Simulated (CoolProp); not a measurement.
Carbonyl sulfide along the isobar 8.81 MPa: fugacity coefficient from the reference equation and from simpler models built on Tc = 378.8 K, pc = 6.369 MPa, ω = 0.098; each cubic takes its own stable root.

Model: reference Helmholtz-energy equation of state, Lemmon 2006, in CoolProp. It is a short technical equation, of lower accuracy than the large ones.

```
T (K)   phase  reference  van der Waals  Redlich-Kwong  Soave-Redlich-Kwong  Peng-Robinson
-----  ------  ---------  -------------  -------------  -------------------  -------------
195.3  liquid   0.003336        0.03506       0.003241             0.003324       0.003428
202.6  liquid   0.005116        0.04354       0.005140             0.005104       0.005209
209.8  liquid   0.007538        0.05308       0.007776             0.007534       0.007621
217.1  liquid    0.01083        0.06399        0.01141              0.01084        0.01088
224.3  liquid    0.01505        0.07598              …                    …        0.01506
231.5  liquid    0.02043        0.08921        0.02215              0.02056        0.02036
238.8  liquid          …         0.1039        0.02979                    …        0.02705
246    liquid    0.03539         0.1196        0.03899              0.03580        0.03511
253.3  liquid    0.04534         0.1367        0.05015              0.04597        0.04490
260.5  liquid    0.05693         0.1547        0.06310              0.05785        0.05631
267.8  liquid    0.07061         0.1742        0.07828              0.07190        0.06977
275    liquid    0.08610         0.1944        0.09534              0.08784        0.08501
```

What belongs in the gaps?


- 224.3, Redlich-Kwong: 0.01613
- 224.3, Soave-Redlich-Kwong: 0.01511
- 238.8, reference: 0.02721
- 238.8, Soave-Redlich-Kwong: 0.02746
